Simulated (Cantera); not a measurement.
Thermodynamics of metals in furnace atmospheres, feed Pb + H2O + CO

Charge: 1 mol Pb, 0.033 mol H2O, 0.95 mol CO, at 1 atm.

Cantera equilibrium calculation (NASA polynomials, part measured and part estimated; ideal gas, pure solids and liquids). Candidate condensed phases: C, C6H6, C7H8, C8H18, H2O, Pb, PbO, PbO2, Pb3O4; 113 gas species. Gases not in the tables: (PbO)n polymers. Equilibrium is a limit: real reactors are often held back by kinetics, nucleation or transport.

From 1348 K to 1898 K the condensed part is Pb(l). The share of Pb in condensed phases is highest at 1348 K (99.5 %) and lowest at 1898 K (2.8 %).

```tsv
T (K)	log p CO	log p Pb	log p CO2	log p H2	log p H2O	log p Pb2	n Pb(l)
1348	-0.03	-2.32	-1.50	-1.50	-2.68	-6.17	0.995
1398	-0.03	-2.07	-1.50	-1.50	-2.64	-5.75	0.992
1448	-0.03	-1.84	-1.51	-1.51	-2.61	-5.36	0.986
1498	-0.03	-1.62	-1.51	-1.51	-2.58	-5.00	0.976
1548	-0.04	-1.42	-1.52	-1.52	-2.56	-4.66	0.961
1598	-0.05	-1.23	-1.54	-1.54	-2.54	-4.35	0.939
1648	-0.06	-1.05	-1.55	-1.55	-2.53	-4.05	0.904
1698	-0.08	-0.88	-1.57	-1.57	-2.53	-3.78	0.852
1748	-0.11	-0.72	-1.61	-1.61	-2.54	-3.52	0.773
1798	-0.16	-0.57	-1.65	-1.65	-2.57	-3.27	0.646
1848	-0.22	-0.43	-1.72	-1.72	-2.62	-3.04	0.432
1898	-0.32	-0.30	-1.83	-1.82	-2.70	-2.82	0.0276
```
log p: log10 of the partial pressure in bar; n: condensed amount in mol.
